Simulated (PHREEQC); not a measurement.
Consider water at 25 °C with 0.043 mol/kgw H3PO4 and 5.2e-05 mol/kgw NaOH. Closed to the air; pH follows from the charge balance.

Computed with PHREEQC (ion-association model, phreeqc.dat).

This is a speciation only: nothing precipitates in the calculation.

Q: What pH, ionic strength, specific conductance does the model give?

A: pH 1.86; ionic strength 0.0154 mol/kgw; specific conductance 5370 µS/cm.

Q: In which forms is P present?

A: H3PO4 64 %, H2PO4- 36 % of the P.

Species that the database lacks are ignored.
